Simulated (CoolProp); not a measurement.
Saturated liquid density (kg/m³) of the fluoroketone C6F12O (FK-5-1-12): the reference equation beside estimates from Tc = 441.8 K, pc = 1.869 MPa, ω = 0.471. Rackett uses Z = 0.29056 − 0.08775 ω.

Computed with CoolProp (reference Helmholtz-energy equation of state, McLinden 2015).

```tsv
T (K)	reference	Rackett	van der Waals	Soave-Redlich-Kwong	Peng-Robinson
255.3	1725	1911	1006	1568	1765
267.1	1692	1873	988.1	1542	(withheld)
279	(withheld)	1834	(withheld)	1514	1708
290.8	1624	1794	950.0	1484	1675
302.7	1588	1752	929.6	1451	1640
314.6	1551	1708	908.1	1416	1601
326.4	(withheld)	1663	885.6	1377	1560
338.3	1473	1615	861.6	1336	1514
350.1	1430	1566	836.3	(withheld)	1463
```

### Question
Complete the blanks.

### Answer

- 267.1, Peng-Robinson: 1738
- 279, reference: 1659
- 279, van der Waals: 969.4
- 326.4, reference: 1513
- 350.1, Soave-Redlich-Kwong: 1290

Absolute difference from the reference over all 9 rows, mean and median: Rackett 10.2 and 10.3 %, van der Waals 41.5 and 41.5 %, Soave-Redlich-Kwong 9.0 and 8.9 %, Peng-Robinson 2.9 and 3.0 %.
